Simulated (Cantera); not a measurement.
Carbothermic reduction: Cu₂O + C + CO

Input: 1 mol Cu₂O, 4.1 mol C, 2.1 mol CO, equilibrated at 1177 °C.

Method: chemical equilibrium by Gibbs-energy minimisation in Cantera with the NASA 1993 tables (ideal gas, pure condensed phases). Candidate condensed phases: C, Cu, CuO, Cu₂O; 15 gas species. Rates play no part.

From 10.0 Pa to 10.0 bar the condensed part is C(graphite) + Cu(l). The main Cu-bearing gas is Cu throughout.

```
P (Pa)   log p CO  log p Cu  log p CO₂  log p Cu₂  n C(graphite)  n Cu(l)
-------  --------  --------  ---------  ---------  -------------  -------
10          -4.02     -5.46     -11.01      -9.02           3.10     1.89
100         -3.00     -5.46      -8.98      -9.02           3.10     1.99
1000        -2.00     -5.46      -6.98      -9.02           3.10     2.00
10000       -1.00     -5.46      -4.98      -9.02           3.10     2.00
100000       0.00     -5.46      -2.98      -9.02           3.10     2.00
1000000      1.00     -5.46      -0.99      -9.02           3.13     2.00
```
log p: log10 of the partial pressure in bar; n: condensed amount in mol.
